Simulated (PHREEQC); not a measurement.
Make-up at 20 °C: 0.094 mol/kgw NaH2PO4, 0.14 mol/kgw H2SO4 and 0.0042 mol/kgw NiSO4. Closed to the air; pH follows from the charge balance.

Equilibrium calculation in PHREEQC: ion-association model, wateq4f.dat.

Each row changes one thing in this solution. Precipitation was switched off in this run.

| case | pH | ionic strength (mol/kgw) | HSO4- (mol/kgw) | Na+ (mol/kgw) | H3PO4 (mol/kgw) | SO4-2 (mol/kgw) | SI of Mirabilite (Na2SO4:10H2O) |
|---|---|---|---|---|---|---|---|
| as made | 1.11 | 0.233 | 0.0998 | 0.0894 | 0.0829 | 0.0382 | -3.01 |
| NiSO4 from 0.0042 to 0.0063 mol/kgw | 1.11 | 0.237 | 0.100 | 0.0893 | 0.0828 | 0.0389 | -3.01 |
| H2SO4 replaced by NaHSO4 at the same molality | 1.66 | 0.323 | 0.0494 | 0.215 | 0.0628 | 0.0737 | -2.04 |
| NaH2PO4 from 0.094 to 0.141 mol/kgw | 1.24 | 0.260 | 0.0879 | 0.133 | 0.119 | 0.0466 | -2.61 |
| NiSO4 replaced by KHSO4 at the same molality | 1.10 | 0.231 | 0.102 | 0.0894 | 0.0832 | 0.0379 | -3.02 |
| NaH2PO4 from 0.094 to 0.0094 mol/kgw | 0.91 | 0.200 | 0.116 | 0.00906 | 0.00869 | 0.0265 | -5.12 |
| H2SO4 from 0.14 to 0.07 mol/kgw | 1.55 | 0.166 | 0.0350 | 0.0895 | 0.0698 | 0.0331 | -2.99 |
| NiSO4 left out | 1.11 | 0.225 | 0.0986 | 0.0895 | 0.0831 | 0.0369 | -3.02 |
| NiSO4 from 0.0042 to 0.00084 mol/kgw | 1.11 | 0.226 | 0.0988 | 0.0895 | 0.0830 | 0.0372 | -3.02 |

H3PO4, which wateq4f.dat lacks, is added to it with the constant of phreeqc.dat. The database has no phosphate complexes of Ni.
